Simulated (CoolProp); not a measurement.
Vapour-liquid equilibrium of R143a (1) + dimethyl ether (2) at 0.0983 MPa; x and y are mole fractions of (1).

Model: multi-fluid Helmholtz-energy mixture model, Lemmon and Jacobsen 2000 and Wu 2011; pair parameters Bell 2016, in CoolProp.

| x | bubble temperature (°C) | y at the bubble point | dew temperature at overall composition x (°C) | liquid density (mol/L) |
|---|---|---|---|---|
| 0.05 | -27.7 | 0.136 | -26.3 | 15.89 |
| 0.15 | -31.5 | 0.342 | -28.0 | 15.69 |
| 0.25 | -34.6 | 0.491 | -29.7 | 15.49 |
| 0.35 | -37.1 | 0.604 | -31.6 | 15.28 |
| 0.45 | -39.3 | 0.693 | -33.7 | 15.06 |
| 0.55 | -41.2 | 0.766 | -35.9 | 14.84 |
| 0.65 | -42.9 | 0.828 | -38.3 | 14.63 |
| 0.75 | -44.5 | 0.883 | -40.8 | 14.41 |
| 0.85 | -45.9 | 0.933 | -43.6 | 14.20 |
| 0.95 | -47.2 | 0.978 | -46.4 | 14.00 |

No azeotrope shows between x = 0.05 and 0.95.

Pair parameters are fitted to limited data, so mixtures are less certain than the pure fluids.
